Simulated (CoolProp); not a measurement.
Properties of hexamethyldisiloxane (MM) at several states.

Computed with CoolProp (reference Helmholtz-energy equation of state, Thol 2016).

| T (K) | p (kPa) | phase | density (kg/m³) | speed of sound (m/s) | fugacity coefficient |
|---|---|---|---|---|---|
| 363.8 | 491 | liquid | 687.9 | 656.0 | 0.1509 |
| 394 | 1450 | liquid | 654.4 | 571.4 | 0.1226 |
| 432.4 | 612 | liquid | 597.0 | 424.4 | 0.6020 |
